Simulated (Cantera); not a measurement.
Mixture: CO : H2 : CH4 : O2 : N2 = 1 : 0.16 : 0.15 : 1.87 : 7.04 (molar parts), at 7500 Torr, adiabatic and at constant pressure. Ignition delay is the time to a rise of 400 K.

Cantera simulation using GRI-Mech 3.0 (53 species, 325 reactions); the numbers are that mechanism's predictions, not measurements. Where the delays flatten at high temperature, the 400 K rule measures the pace of heat release, not the induction time.

Predict: delay at 1275 K; delay at 1375 K; delay at 1475 K; delay at 1575 K; apparent activation energy between 1525 and 1625 K.


- delay at 1275 K: 72.5 µs
- delay at 1375 K: 28.8 µs
- delay at 1475 K: 14.7 µs
- delay at 1575 K: 9.06 µs
- apparent activation energy between 1525 and 1625 K: 84 kJ/mol
